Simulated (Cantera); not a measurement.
## PbO + CO + H2 + C (carbothermic reduction)

Charge: 1 mol PbO, 1.2 mol CO, 0.34 mol H2, 0.4 mol C.

Equilibrium computed with Cantera from the NASA thermochemical tables; the gas is ideal and each condensed phase is pure. Candidate condensed phases: C, C6H6, C7H8, C8H18, H2O, Pb, PbO, PbO2, Pb3O4; 113 gas species. Kinetics and transport are ignored.

Question: Map the stable condensed phases over T = 1200, 1225, 1250, 1275, 1300, 1325, 1350, 1375, 1400, 1425 K and P in Pa = 10, 36, 130, 460, 1700, 6000, 22000, 77000, 280000, 1000000.

Answer: 
```
T in K \ P in Pa
              10      36     130     460    1700    6000   22000   77000  280000 1000000
   1425        A       A       A       A       A       B       B       B       B       B
   1400        A       A       A       A       A       B       B       B       B       B
   1375        A       A       A       A       A       B       B       B       B       B
   1350        A       A       A       A       B       B       B       B       B       B
   1325        A       A       A       A       B       B       B       B       B       B
   1300        A       A       A       A       B       B       B       B       B       B
   1275        A       A       A       A       B       B       B       B       B       B
   1250        A       A       A       B       B       B       B       B       B       B
   1225        A       A       A       B       B       B       B       B       B       B
   1200        A       A       A       B       B       B       B       B       B       B
```
A: gas only; B: Pb.
